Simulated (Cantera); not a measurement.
Cantera run:

```python
import numpy as np
import cantera as ct

gas_names = [...]  # 113 gases of nasa_gas.yaml made of C, Cu, H, O
cond_names = """
    C(gr) C6H6(L) C7H8(L) C8H18(L),n-octa Cu(cr) Cu(L) CuO(s) CuO2H2(s) Cu2O(s) Cu2O(L) H2O(s) H2O(L)
""".split()


# ... load() reads the species with a 1 bar reference pressure and builds the phases ...
atoms = {
    'Cu2O': {'Cu': 2, 'O': 1},
    'C': {'C': 1},
    'H2': {'H': 2},
    'CO': {'C': 1, 'O': 1},
}
top_T = {'C(gr)': 4500, 'CuO(s)': 1390}  # K; cautious upper limits of use, not melting points


# ... equilibrate(T, P, feed) seeds the gas with the atoms and calls Mixture.equilibrate('TP', solver="vcs", rtol=1e-11, max_steps=5000) ...
results = []
feed = {'Cu2O': 1, 'C': 3.5, 'H2': 19, 'CO': 2.1}  # mol
P = 290000  # Pa
for T in [923, 1023, 1123, 1223, 1323, 1423, 1523, 1623, 1723, 1823, 1923, 2023, 2123, 2223]:
    mix = equilibrate(T, P, feed)
    results.append((T, P, feed, dict(zip(mix.species_names, mix.species_moles))))

top = {s: max(r[3][s] / sum(r[3][g] for g in gas_names) for r in results) for s in gas_names}
cols = sorted((s for s in top if top[s] > 0.0001), key=lambda s: -top[s])[:8]
seen = [c for c in cond_names if any(r[3].get(c, 0) > 1e-12 for r in results)]
print("log10 of partial pressures in bar; condensed amounts in mol")
print(f"{'T/K':>10s}" + "".join(f"{s[:9]:>10s}" for s in cols + seen))
for T, P, feed, n in results:
    ng = sum(n[g] for g in gas_names)
    print(f"{T:10.4g}" + "".join(f"{np.log10(max(n[s] / ng * P / 1e5, 1e-99)):10.3f}" for s in cols)
          + "".join(f"{n.get(c, 0):10.4g}" for c in seen))
```

It prints:

```
log10 of partial pressures in bar; condensed amounts in mol
       T/K        H2       CH4        CO       H2O       CO2        Cu         H C2H2,acet     C(gr)    Cu(cr)     Cu(L)
       923     0.233    -0.166    -0.902    -0.480    -1.305   -12.261    -9.495    -9.690    0.8223         2         0
      1023     0.325    -0.475    -0.568    -0.806    -1.582   -10.415    -8.221    -8.354     1.516         2         0
      1123     0.364    -0.804    -0.437    -1.253    -2.093    -8.902    -7.189    -7.293      1.84         2         0
      1223     0.381    -1.113    -0.401    -1.717    -2.664    -7.639    -6.331    -6.424     2.089         2         0
      1323     0.389    -1.391    -0.392    -2.139    -3.188    -6.571    -5.605    -5.695     2.254         2         0
      1423     0.392    -1.635    -0.390    -2.509    -3.647    -5.679    -4.982    -5.072      2.35         0         2
      1523     0.394    -1.850    -0.390    -2.832    -4.045    -4.919    -4.439    -4.534     2.404         0         2
      1623     0.395    -2.039    -0.390    -3.116    -4.392    -4.255    -3.963    -4.063     2.435         0         2
      1723     0.395    -2.207    -0.390    -3.366    -4.697    -3.671    -3.541    -3.648     2.452         0     1.998
      1823     0.396    -2.355    -0.390    -3.589    -4.967    -3.152    -3.165    -3.279      2.46         0     1.995
      1923     0.395    -2.489    -0.391    -3.788    -5.207    -2.690    -2.828    -2.950     2.459         0     1.984
      2023     0.395    -2.609    -0.391    -3.967    -5.422    -2.274    -2.524    -2.654     2.447         0     1.959
      2123     0.393    -2.720    -0.393    -4.131    -5.617    -1.899    -2.249    -2.388     2.422         0     1.902
      2223     0.389    -2.823    -0.395    -4.282    -5.796    -1.559    -1.999    -2.148     2.377         0     1.784
```

Equilibrium computed with Cantera from the NASA thermochemical tables; the gas is ideal and each condensed phase is pure.
